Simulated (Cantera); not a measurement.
An isothermal, constant-pressure homogeneous reactor starts with CH4 : H2 = 1 : 4.6 (molar parts), at 1473 K and 0.278 Torr. Integrator tolerance rtol = 1e-08.

Computed with Cantera and GRI-Mech 3.0 (53 species, 325 reactions). GRI-Mech 3.0 stops at C3 and has no aromatics, soot or wall deposition, so with more carbon than oxygen in the feed, carbon stays in small species such as C2H2 where larger ones or solid carbon would form. Radical loss at walls, strong at low pressure, is not modelled.

What does this change do: pressure from 0.278 Torr to 10.00 Torr?


```
quantity                                             before                                     after
-----------------  ----------------------------------------  ----------------------------------------
x(CH4) at 5.00 s     0.178 (gas-phase equilibrium 0.000103)     0.152 (gas-phase equilibrium 0.00365)
x(H2) at 5.00 s         0.822 (gas-phase equilibrium 0.924)       0.837 (gas-phase equilibrium 0.922)
x(C2H2) at 5.00 s    1.42e-5 (gas-phase equilibrium 0.0757)     0.0109 (gas-phase equilibrium 0.0739)
x(C2H) at 5.00 s   1.45e-12 (gas-phase equilibrium 8.28e-8)   1.16e-9 (gas-phase equilibrium 1.35e-8)
x(H) at 5.00 s     5.28e-5 (gas-phase equilibrium 0.000636)  5.60e-5 (gas-phase equilibrium 0.000106)
x(C2H6) at 5.00 s  2.14e-6 (gas-phase equilibrium 3.49e-11)   1.59e-5 (gas-phase equilibrium 4.41e-8)
```
